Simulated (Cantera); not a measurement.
Standard-state values (1 bar) from the NASA 1993 polynomials, evaluated with Cantera. Values are per mole of reaction as written; species without (g) are pure solids or liquids, kept so even where they would boil at 1 bar.

2 Ti₂O₃ + H₂(g) → 4 TiO(g) + H₂O₂(g), with ΔH° = 3122.8 kJ and ΔS° = 882.3 J/K at 300 K.

**Question.** How far is the shortcut ΔG° ≈ ΔH°(300 K) − T·ΔS°(300 K) from the full temperature-dependent value at 1325, 1375, 1425, 1475, 1525, 1575, 1625, 1675, 1725, 1775 K?

**Answer.** 
| T (K) | shortcut (kJ) | full (kJ) | difference (kJ) | difference in log10 K |
|---|---|---|---|---|
| 1325 | 1953.7 | 2044.1 | -90.3 | 3.56 |
| 1375 | 1909.6 | 2007.5 | -97.9 | 3.72 |
| 1425 | 1865.5 | 1971.2 | -105.7 | 3.87 |
| 1475 | 1821.4 | 1935.0 | -113.7 | 4.03 |
| 1525 | 1777.3 | 1899.1 | -121.8 | 4.17 |
| 1575 | 1733.1 | 1863.3 | -130.2 | 4.32 |
| 1625 | 1689.0 | 1827.7 | -138.7 | 4.46 |
| 1675 | 1644.9 | 1792.3 | -147.4 | 4.60 |
| 1725 | 1600.8 | 1757.0 | -156.2 | 4.73 |
| 1775 | 1556.7 | 1721.9 | -165.2 | 4.86 |
The shortcut ignores the heat-capacity change of the reaction.
